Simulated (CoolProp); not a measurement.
The fluid at 494.75 K and 1.7 MPa (stagnation) flows isentropically through a choked orifice. The same conditions are run with several fluids, on thermodynamics alone (safety and materials aside).

The numbers come from the reference Helmholtz-energy equation of state of each fluid (dimethyl ether: Wu 2011; isobutene: Lemmon 2005; neopentane: Lemmon 2006; hydrogen chloride: Thol 2018; ethane: Bücker 2006) in CoolProp.

Rank dimethyl ether, isobutene, neopentane, hydrogen chloride, ethane by throat to inlet pressure ratio, highest first.

neopentane (0.611), isobutene (0.600), dimethyl ether (0.589), ethane (0.580), hydrogen chloride (0.528)

```csv
fluid,mass flux (kg/(m² s)),throat temperature (K)
dimethyl ether,3650,469.5
isobutene,4010,476.3
neopentane,4550,481.3
hydrogen chloride,3500,411.7
ethane,2940,464.8
```
